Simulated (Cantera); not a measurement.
# Thermodynamics of fluorocarbon and chlorocarbon gases, feed CF4 + H2

Feed: 1 mol CF4, 1 mol H2, held at 1673 K.

These are equilibrium values from Cantera (NASA tables, ideal gas, pure condensed phases), not measurements of a reactor. Candidate condensed phases: C, C6H6, C7H8, C8H18; 95 gas species. Gases not in the tables: C2F6 and larger saturated fluorocarbons. Rates play no part.

```
P (Pa)  log p HF  log p CF4  log p F  log p CF2  log p CF3  log p CF  n C(graphite)
------  --------  ---------  -------  ---------  ---------  --------  -------------
1          -5.14      -5.88    -6.03      -6.30      -8.10     -9.21          0.495
5.20       -4.40      -5.05    -5.83      -5.89      -7.47     -9.01          0.486
27         -3.67      -4.29    -5.64      -5.51      -6.91     -8.82          0.491
140        -2.95      -3.56    -5.46      -5.15      -6.36     -8.63          0.495
720        -2.24      -2.85    -5.28      -4.79      -5.82     -8.46          0.497
3700       -1.53      -2.13    -5.10      -4.43      -5.29     -8.28          0.499
19000      -0.82      -1.42    -4.92      -4.08      -4.75     -8.10          0.499
100000     -0.10      -0.70    -4.74      -3.72      -4.21     -7.92          0.500
```
log p: log10 of the partial pressure in bar; n: condensed amount in mol.

From 0.00750 Torr to 750 Torr the condensed part is C(graphite). The main C-bearing gas is CF4 throughout. The share of C in condensed phases is highest at 750 Torr (50.0 %) and lowest at 0.0390 Torr (48.6 %).
